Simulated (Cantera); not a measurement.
Feed: 1 mol V, 6.2 mol NH₃, 0.019 mol H₂O, equilibrated at 823 K and 1.00 Torr.

Cantera equilibrium calculation (NASA polynomials, part measured and part estimated; ideal gas, pure solids and liquids). Candidate condensed phases: H₂O, V, VN, VO, V₂O₃, V₂O₄, V₂O₅; 28 gas species. VN: taken at fixed stoichiometry. Condensed phases not in the tables: the oxides between V₂O₃ and V₂O₅ other than VO₂, V₂N. Equilibrium is a limit: real reactors are often held back by kinetics, nucleation or transport.

### Question
What is the equilibrium state?

### Answer
x(H₂): 0.781
x(N₂): 0.218
x(H₂O): 0.000295
x(NH₃): 1.03e-6
n(VN(s)): 0.990 mol
n(V₂O₃(s)): 0.00516 mol
gas amount: 11.92 mol
log10 activity of V(s) (absent): -7.50
log10 activity of V₂O₅(s) (absent): -20.41
